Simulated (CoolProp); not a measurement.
CH2F2 (R32) at 387.71 K and 0.312 MPa is throttled through a valve to 0.164 MPa with no heat exchange. Each further row changes one setting.

Computed with CoolProp (reference Helmholtz-energy equation of state, Tillner-Roth 1997).

```json
[
 {"case": "as stated", "temperature change (K)": "…", "final density (kg/m³)": "2.68"},
 {"case": "outlet pressure 0.0492 MPa", "temperature change (K)": "…", "final density (kg/m³)": "0.802"},
 {"case": "outlet pressure 0.213 MPa", "temperature change (K)": "…", "final density (kg/m³)": "3.48"}
]
```

Problem. Fill in the missing entries.

Solution. 
- as stated, temperature change (K): -1.6
- outlet pressure 0.0492 MPa, temperature change (K): -2.9
- outlet pressure 0.213 MPa, temperature change (K): -1.1
